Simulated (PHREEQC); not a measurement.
PHREEQC input (ion-association model, wateq4f.dat):

```
SOLUTION_MASTER_SPECIES
  An  An-  0  An  62.0  # stands for a non-complexing anion
SOLUTION_SPECIES
  An- = An-
    -log_k 0
    -gamma 3.0 0
PHASES
  Fix_H+
    H+ = H+
    -log_k 0
SOLUTION 1
  temp 25
  units mmol/kgw
  pH 7 charge
  Na 50
  An 50
END
SELECTED_OUTPUT 1
  -reset false
  -pH true
  -pe true
  -ionic_strength true
  -water true
  -totals Na
  -molalities Hfo_wOH Hfo_wOH2+ Hfo_wO- Hfo_sOH Hfo_sOH2+ Hfo_sO-
USER_PUNCH 1
  -headings sigma psi
  10 PUNCH EDL("sigma", "Hfo"), EDL("psi", "Hfo")
PRINT
  -reset false
USE solution 1
SURFACE 1
  Hfo_wOH 4.94382e-05 600 0.022
  Hfo_sOH 1.23596e-06
EQUILIBRIUM_PHASES 1
  Fix_H+ -4 HAn 10
    -force_equality true
  O2(g) -0.68 10
END
# ... the last block is repeated for the other 16 points of pH, with NaOH or the acid as the point needs
```

Selected output (columns that matter, 17 of 17 rows; pH added in front):

```
pH	mu	Na	m_Hfo_wOH	m_Hfo_wOH2+	m_Hfo_wO-	m_Hfo_sOH	m_Hfo_sOH2+	m_Hfo_sO-	sigma	psi
4	0.050137	0.05	1.0113e-05	3.9265e-05	5.9672e-08	2.5283e-07	9.8164e-07	1.4918e-09	0.29376	0.15977
4.38	0.050066	0.05	1.5451e-05	3.3825e-05	1.617e-07	3.8629e-07	8.4563e-07	4.0424e-09	0.25224	0.15202
4.75	0.050035	0.05	2.0837e-05	2.8249e-05	3.5212e-07	5.2094e-07	7.0622e-07	8.803e-09	0.20903	0.14244
5.12	0.05002	0.05	2.5744e-05	2.3035e-05	6.5913e-07	6.4361e-07	5.7587e-07	1.6478e-08	0.16766	0.13123
5.5	0.050013	0.05	2.989e-05	1.8439e-05	1.11e-06	7.4724e-07	4.6097e-07	2.775e-08	0.12984	0.1183
5.88	0.050008	0.05	3.3003e-05	1.4742e-05	1.6926e-06	8.2509e-07	3.6856e-07	4.2315e-08	0.097779	0.10411
6.25	0.050006	0.05	3.5106e-05	1.1975e-05	2.3577e-06	8.7765e-07	2.9937e-07	5.8944e-08	0.072058	0.089155
6.62	0.050004	0.05	3.6455e-05	9.9111e-06	3.0718e-06	9.1139e-07	2.4778e-07	7.6797e-08	0.051245	0.073096
7	0.050002	0.05	3.7268e-05	8.3675e-06	3.8026e-06	9.3171e-07	2.0919e-07	9.5065e-08	0.034204	0.055532
7.38	0.050001	0.05	3.77e-05	7.244e-06	4.4946e-06	9.4249e-07	1.811e-07	1.1237e-07	0.020601	0.037053
7.75	0.050001	0.05	3.7895e-05	6.4129e-06	5.13e-06	9.4739e-07	1.6032e-07	1.2825e-07	0.0096122	0.018429
8.12	0.050002	0.050002	3.795e-05	5.7265e-06	5.7615e-06	9.4876e-07	1.4316e-07	1.4404e-07	-0.00026209	-0.00051333
8.5	0.050005	0.050005	3.7885e-05	5.0793e-06	6.4735e-06	9.4714e-07	1.2698e-07	1.6184e-07	-0.010447	-0.019955
8.88	0.050011	0.050012	3.7667e-05	4.4239e-06	7.3472e-06	9.4168e-07	1.106e-07	1.8368e-07	-0.021904	-0.039034
9.25	0.050024	0.050027	3.722e-05	3.7457e-06	8.4725e-06	9.305e-07	9.3644e-08	2.1181e-07	-0.035417	-0.056953
9.62	0.050055	0.050058	3.6397e-05	3.0321e-06	1.0009e-05	9.0993e-07	7.5803e-08	2.5023e-07	-0.052277	-0.073985
10	0.050128	0.050133	3.4961e-05	2.2994e-06	1.2178e-05	8.7403e-07	5.7485e-08	3.0444e-07	-0.074016	-0.090392
```
